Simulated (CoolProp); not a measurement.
Vapour-liquid equilibrium of C2F6 (R116) (1) + R22 (2) at 229.6 K; x and y are mole fractions of (1).

Computed with CoolProp (multi-fluid Helmholtz-energy mixture model, Lemmon 2006 and Kamei 1995; pair parameters Bell 2016).

| x | bubble pressure, mixture model (MPa) | bubble pressure, Raoult's law (MPa) | y, mixture model | y, Raoult's law |
|---|---|---|---|---|
| 0.05 | 0.1873 | 0.1082 | ? | 0.219 |
| 0.125 | 0.2820 | 0.1371 | 0.698 | 0.432 |
| 0.2 | 0.3358 | 0.1660 | 0.754 | 0.571 |
| 0.275 | ? | 0.1950 | 0.780 | 0.669 |
| 0.35 | 0.3847 | 0.2239 | 0.795 | 0.742 |
| 0.425 | 0.3969 | 0.2528 | 0.806 | 0.798 |
| 0.5 | 0.4069 | 0.2817 | 0.815 | 0.842 |
| 0.575 | 0.4165 | 0.3106 | 0.826 | 0.878 |
| 0.65 | 0.4268 | 0.3395 | 0.839 | 0.908 |
| 0.725 | 0.4378 | 0.3684 | 0.857 | 0.934 |
| 0.8 | 0.4493 | 0.3973 | 0.882 | 0.955 |
| 0.875 | 0.4605 | 0.4262 | ? | 0.974 |
| 0.95 | 0.4700 | 0.4551 | 0.960 | 0.990 |

**Question.** Some entries are withheld; supply them.

**Answer.** 
- 0.05, y, mixture model: 0.532
- 0.275, bubble pressure, mixture model (MPa): 0.3664
- 0.875, y, mixture model: 0.915

The largest gap from Raoult's law is +105.7 % in bubble pressure, at x = 0.125. No azeotrope shows between x = 0.05 and 0.95.

The pair parameters rest on a limited set of measurements; away from them the model extrapolates. With so large a gap from Raoult's law the liquid may split in two, which this calculation doesn't test in full.
